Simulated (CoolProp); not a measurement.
Properties of m-xylene along the isotherm 346.85 °C (Tc = 343.7 °C, pc = 35.35 bar, ω = 0.326).

The numbers come from the reference Helmholtz-energy equation of state, Zhou 2012 in CoolProp.

```json
[
 {"p (bar)": "8.03", "phase": "gas", "cv (kJ/(kg K))": "2.167", "Joule-Thomson coefficient (K/MPa)": "8.181"},
 {"p (bar)": "16.1", "phase": "gas", "cv (kJ/(kg K))": "2.195", "Joule-Thomson coefficient (K/MPa)": "9.674"},
 {"p (bar)": "24.1", "phase": "gas", "cv (kJ/(kg K))": "2.236", "Joule-Thomson coefficient (K/MPa)": "12.13"},
 {"p (bar)": "32.1", "phase": "gas", "cv (kJ/(kg K))": "2.314", "Joule-Thomson coefficient (K/MPa)": "17.38"},
 {"p (bar)": "40.2", "phase": "supercritical", "cv (kJ/(kg K))": "2.343", "Joule-Thomson coefficient (K/MPa)": "5.551"},
 {"p (bar)": "48.2", "phase": "supercritical", "cv (kJ/(kg K))": "2.292", "Joule-Thomson coefficient (K/MPa)": "2.662"},
 {"p (bar)": "56.2", "phase": "supercritical", "cv (kJ/(kg K))": "2.274", "Joule-Thomson coefficient (K/MPa)": "1.816"},
 {"p (bar)": "64.3", "phase": "supercritical", "cv (kJ/(kg K))": "2.264", "Joule-Thomson coefficient (K/MPa)": "1.372"},
 {"p (bar)": "72.3", "phase": "supercritical", "cv (kJ/(kg K))": "2.257", "Joule-Thomson coefficient (K/MPa)": "1.096"},
 {"p (bar)": "80.3", "phase": "supercritical", "cv (kJ/(kg K))": "2.252", "Joule-Thomson coefficient (K/MPa)": "0.9020"},
 {"p (bar)": "88.4", "phase": "supercritical", "cv (kJ/(kg K))": "2.249", "Joule-Thomson coefficient (K/MPa)": "0.7556"}
]
```
